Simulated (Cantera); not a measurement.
**Dilute partial oxidation**

An isothermal, constant-pressure homogeneous reactor starts with CH₃OH : O₂ : N₂ = 0.015 : 0.021 : 1 (molar parts), at 1525 K and 16.0 bar.

Model: GRI-Mech 3.0 (53 species, 325 reactions), integrated in Cantera. GRI-Mech 3.0 was tuned for natural gas; its chemistry of methanol as a main component is partial and can be far from experiment. The pressure lies above the range GRI-Mech 3.0 was tuned for (to about 10 atm). The temperature is held fixed by assumption; the heat of reaction is taken as removed at once.

```csv
t (s),x CH₃OH,x O₂,x NO,x C₂H₆,x C₂H,x CH₂CO,x H₂
1.00e-5,0.0141,0.0201,1.60e-11,1.28e-7,<1e-12,3.96e-10,0.000187
4.06e-5,0.00331,0.0152,8.97e-10,6.47e-8,<1e-12,2.27e-7,0.00955
0.000165,<1e-12,0.00112,3.34e-6,<1e-12,<1e-12,<1e-12,0.000778
0.000669,<1e-12,5.70e-5,3.64e-6,<1e-12,<1e-12,<1e-12,0.00108
0.00271,<1e-12,3.87e-6,3.63e-6,<1e-12,<1e-12,<1e-12,0.00123
0.0110,<1e-12,5.44e-7,3.58e-6,<1e-12,<1e-12,<1e-12,0.00126
0.0447,<1e-12,8.61e-8,3.52e-6,<1e-12,<1e-12,<1e-12,0.00127
0.182,<1e-12,2.65e-9,3.41e-6,<1e-12,<1e-12,<1e-12,0.00128
0.737,<1e-12,2.11e-10,3.03e-6,<1e-12,<1e-12,<1e-12,0.00128
2.99,<1e-12,2.06e-10,2.11e-6,<1e-12,<1e-12,<1e-12,0.00128
12.1,<1e-12,2.03e-10,1.28e-6,<1e-12,<1e-12,<1e-12,0.00127
49.3,<1e-12,2.03e-10,7.85e-7,<1e-12,<1e-12,<1e-12,0.00127
200,<1e-12,2.03e-10,3.05e-7,<1e-12,<1e-12,<1e-12,0.00128
```
x: mole fraction; the columns are a selection and need not sum to one.

Equilibrium at this temperature and pressure: CH₃OH <1e-12, O₂ 2.03e-10, NO 4.75e-8, C₂H₆ <1e-12, C₂H <1e-12, CH₂CO <1e-12, H₂ 0.00128 (gas phase only).
